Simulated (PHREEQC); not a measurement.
0.31 g of hydrous ferric oxide (600 m²/g; 0.2 weak and 0.005 strong sites per Fe, Dzombak-Morel constants, diffuse double layer) in 1 kg of water with 0.01 mol/kgw of an inert sodium salt and 0.055 mmol/kgw Na2SO4 and 0.17 mmol/kgw H3BO3, at 25 °C; the pH is set by adding NaOH or the inert anion's acid. O2 is buffered at 0.21 atm. No CO2 enters from the air. Precipitation was switched off in this run.

The series has 17 steps of pH, from 4 to 10.

Computed with PHREEQC (ion-association model, wateq4f.dat).

Task: Near which pH is half of the S sorbed, and on which side is more sorbed?

Result: Near pH 6.5, with more sorbed at lower pH.
